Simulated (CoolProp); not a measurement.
R245ca along the isobar 7.27 MPa: fugacity coefficient from the reference equation and from simpler models built on Tc = 447.6 K, pc = 3.941 MPa, ω = 0.355; each cubic takes its own stable root.

The numbers come from the reference Helmholtz-energy equation of state, Zhou 2016 in CoolProp.

```tsv
T (K)	phase	reference	van der Waals	Redlich-Kwong	Soave-Redlich-Kwong
212.7	liquid	0.0001222	0.01817	0.0008668	0.0001390
228.6	liquid	0.0004450	0.02843	0.002356	0.0004817
244.5	liquid	0.001313	0.04190	0.005420	0.001380
260.4	liquid	0.003279	0.05877	0.01094	0.003390
276.3	liquid	0.007155	0.07914	0.01987	0.007344
292.2	liquid	0.01398	0.1030	0.03313	0.01434
308.1	liquid	0.02496	0.1302	0.05151	0.02564
324	liquid	0.04129	0.1605	0.07553	0.04261
339.9	liquid	0.06408	0.1936	0.1054	0.06647
355.8	liquid	0.09418	0.2293	0.1412	0.09819
371.8	liquid	0.1324	0.2673	0.1826	0.1386
387.7	liquid	0.1782	0.3068	0.2287	0.1873
```
